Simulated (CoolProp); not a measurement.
Aqueous ammonia as a coolant, at 7 °C, 1 atm.

Computed with CoolProp (Melinder's fits for secondary coolants).

```
mass %  freezing point (°C)  viscosity (mPa s)  density (kg/m³)  cp (kJ/(kg K))  Prandtl number
------  -------------------  -----------------  ---------------  --------------  --------------
5.8                    -7.2               1.55            976.5           4.203            12.2
8.5                   -11.1               1.58            966.4           4.206            12.9
11.2                  -15.7               1.63            956.9           4.209            13.7
13.9                  -20.9               1.70            947.9           4.213            14.7
16.6                  -27.0               1.77            939.2           4.217            15.8
19.2                  -34.0               1.81            931.2           4.221            16.6
21.9                  -42.8               1.83            923.1           4.227            17.2
24.6                  -53.7               1.81            915.2           4.233            17.4
27.3                  -67.2               1.80            907.5           4.240            17.7
```
